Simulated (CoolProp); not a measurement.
Vapour-liquid equilibrium of benzene (1) + m-xylene (2) at 0.081 bar; x and y are mole fractions of (1).

Model: multi-fluid Helmholtz-energy mixture model, Thol 2012 and Zhou 2012; pair parameters Bell 2016, in CoolProp.

```
x     bubble temperature (K)  y at the bubble point  dew temperature at overall composition x (K)  liquid density (mol/L)
----  ----------------------  ---------------------  --------------------------------------------  ----------------------
0.05                   330.7                  0.305                                         336.8                   7.943
0.15                   320.4                  0.616                                         334.6                   8.265
0.25                   313.2                  0.763                                         332.2                   8.579
0.35                   307.7                  0.844                                         329.5                   8.895
0.45                   303.4                  0.896                                         326.4                   9.220
0.55                   299.8                  0.930                                         323.0                   9.558
0.65                   296.8                  0.954                                         318.9                   9.912
0.75                   294.1                  0.972                                         313.9                   10.28
0.85                   291.8                  0.985                                         307.3                   10.68
0.95                   289.7                  0.996                                         297.3                   11.09
```

No azeotrope shows between x = 0.05 and 0.95.

Pair parameters are fitted to limited data, so mixtures are less certain than the pure fluids.
